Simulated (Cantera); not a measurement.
Charge: 1 mol HBr, 0.65 mol O2, 0.43 mol N2, held at 3273.15 K and 1.40e7 Pa.

Method: chemical equilibrium by Gibbs-energy minimisation in Cantera with the NASA 1993 tables (ideal gas, pure condensed phases). Candidate condensed phases: Br2, H2O; 27 gas species. The ideal-gas law is rough above about 30 bar. Rates play no part.

Base state: Br 0.288, O2 0.182, N2 0.176, H2O 0.144, HBr 0.117, OH 0.0306, NO 0.0285, Br2 0.0193 (mole fractions); condensed: gas only.

What changes in the equilibrium state with this change: temperature from 3273.15 K to 1948 K?


```tsv
species	before	after
O2	0.182	0.223
H2O	0.144	0.221
N2	0.176	0.221
Br	0.288	0.0693
Br2	0.0193	0.187
OH	0.0306	0.000692
NO	0.0285	0.00361
HBr	0.117	0.0738
H	0.00157	2.64e-7
O	0.00963	1.77e-5
H2	0.00297	7.63e-6
HO2	0.000248	1.23e-5
H2O2	1.87e-5	1.99e-6
```

What changes in the equilibrium state with this change: pressure from 1.40e7 Pa to 64000 Pa?


```
species   before     after
-------  -------  --------
Br         0.288     0.343
N2         0.176     0.150
O        0.00963     0.109
HBr        0.117    0.0292
O2         0.182     0.106
Br2       0.0193  0.000125
H        0.00157    0.0718
H2       0.00297    0.0284
OH        0.0306    0.0722
H2O        0.144    0.0710
NO        0.0285    0.0200
HNO2     1.19e-5   9.00e-8
H2O2     1.87e-5   4.77e-7
```

What changes in the equilibrium state with this change: 1.3 mol NH3 added?


```json
[
 {"species": "H2O", "before": "0.144", "after": "0.300"},
 {"species": "N2", "before": "0.176", "after": "0.257"},
 {"species": "H2", "before": "0.00297", "after": "0.184"},
 {"species": "Br", "before": "0.288", "after": "0.0563"},
 {"species": "O2", "before": "0.182", "after": "0.000207"},
 {"species": "Br2", "before": "0.0193", "after": "0.000739"},
 {"species": "NO", "before": "0.0285", "after": "0.00116"},
 {"species": "H", "before": "0.00157", "after": "0.0123"},
 {"species": "OH", "before": "0.0306", "after": "0.00812"},
 {"species": "HBr", "before": "0.117", "after": "0.181"},
 {"species": "NO2", "before": "0.000153", "after": "2.10e-7"},
 {"species": "NH3", "before": "5.47e-8", "after": "3.20e-5"},
 {"species": "HO2", "before": "0.000248", "after": "2.22e-6"}
]
```
